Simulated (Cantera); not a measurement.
**Ammonia decomposition in nitride growth gas**

An isothermal, constant-pressure homogeneous reactor starts with NH₃ : N₂ = 1 : 0.44 (molar parts), at 1525 K and 1.00 atm.

Computed with Cantera and the gas-phase N/H chemistry of the illustrative SiF4/NH3 mechanism in the Surface Chemkin manual (1991). Walls and surfaces, which speed up NH3 decomposition in real reactors, are not modelled.

```csv
t (s),x NH₃,x NH₂,x N,x N₂H₄,x NH,x N₂H₂
2.00e-6,0.694,3.06e-8,<1e-12,<1e-12,<1e-12,<1e-12
1.64e-5,0.694,2.62e-7,<1e-12,2.74e-12,1.00e-12,1.32e-12
0.000134,0.694,2.15e-6,<1e-12,3.35e-10,1.69e-10,3.64e-10
0.00109,0.694,1.72e-5,1.97e-12,2.31e-8,1.30e-8,3.49e-8
0.00894,0.694,4.86e-5,2.78e-11,1.86e-7,7.85e-8,3.03e-7
0.0731,0.692,4.83e-5,1.77e-10,1.84e-7,8.27e-8,3.01e-7
0.598,0.672,4.62e-5,9.98e-10,1.68e-7,9.80e-8,2.80e-7
4.89,0.547,3.72e-5,1.83e-9,1.09e-7,9.57e-8,1.71e-7
40.0,0.239,1.63e-5,9.56e-10,2.10e-8,4.42e-8,2.71e-8
```
x: mole fraction; the columns are a selection and need not sum to one.

Equilibrium at this temperature and pressure: NH₃ 1.72e-5, NH₂ 1.17e-9, N <1e-12, N₂H₄ <1e-12, NH 3.18e-12, N₂H₂ <1e-12 (gas phase only).
